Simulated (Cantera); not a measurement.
Mixture: H₂ : O₂ : N₂ = 1 : 0.526 : 1.98 (molar parts), equivalence ratio 0.95, at 460000 Pa, adiabatic and at constant volume. Ignition delay is the time to a rise of 400 K.

Cantera simulation using the H2/O2 subset of GRI-Mech 3.0, which has no nitrogen chemistry; the numbers are that mechanism's predictions, not measurements. The hydrogen kinetics of GRI-Mech 3.0 are dated; newer H2 mechanisms differ, most at raised pressure. Where the delays flatten at high temperature, the 400 K rule measures the pace of heat release, not the induction time.

Problem. What does this change do: pressure from 460000 Pa to 1000000 Pa?

Solution. 
| quantity | before | after |
|---|---|---|
| delay at 1050 K | 2.48 ms | 2.63 ms |
| delay at 1200 K | 15.3 µs | 60.9 µs |
| delay at 1350 K | 5.23 µs | 3.08 µs |
| delay at 1500 K | 2.91 µs | 1.40 µs |
| delay at 1650 K | 1.95 µs | 0.866 µs |
